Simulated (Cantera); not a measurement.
Mixture: 14.4 % CH₃OH, 18.0 % O₂, 67.6 % N₂, equivalence ratio 1.2, at 830000 Pa, adiabatic and at constant pressure. Ignition delay is the time to a rise of 400 K.

Computed with Cantera and GRI-Mech 3.0 (53 species, 325 reactions). GRI-Mech 3.0 was tuned for natural gas; its chemistry of methanol as a main component is partial and can be far from experiment.

### Question
Predict: delay at 1248 K; delay at 1323 K; delay at 1398 K; delay at 1473 K; delay at 1548 K; apparent activation energy between 1398 and 1548 K.

### Answer
```
Item                                                    Result
--------------------------------------------------  ----------
delay at 1248 K                                       0.752 ms
delay at 1323 K                                       0.255 ms
delay at 1398 K                                        99.3 µs
delay at 1473 K                                        43.8 µs
delay at 1548 K                                        21.5 µs
apparent activation energy between 1398 and 1548 K  180 kJ/mol
```
